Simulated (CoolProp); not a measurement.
Vapour-liquid equilibrium of toluene (1) + o-xylene (2) at 332 kPa; x and y are mole fractions of (1).

The numbers come from the multi-fluid Helmholtz-energy mixture model, Lemmon 2006 and Zhou 2012; pair parameters Bell 2016 in CoolProp.

```csv
x,"bubble temperature, mixture model (°C)","bubble temperature, Raoult's law (°C)","y, mixture model","y, Raoult's law"
0.05,193.2,193.0,0.090,0.100
0.2,186.3,185.8,0.328,0.348
0.35,179.8,179.4,0.520,0.539
0.5,174.0,173.7,0.672,0.687
0.65,168.7,168.6,0.794,0.805
0.8,164.0,164.0,0.892,0.900
0.95,159.8,159.7,0.975,0.977
```

The largest gap from Raoult's law is +0.5 K in bubble temperature, at x = 0.2. No azeotrope shows between x = 0.05 and 0.95.

The pair parameters rest on a limited set of measurements; away from them the model extrapolates.
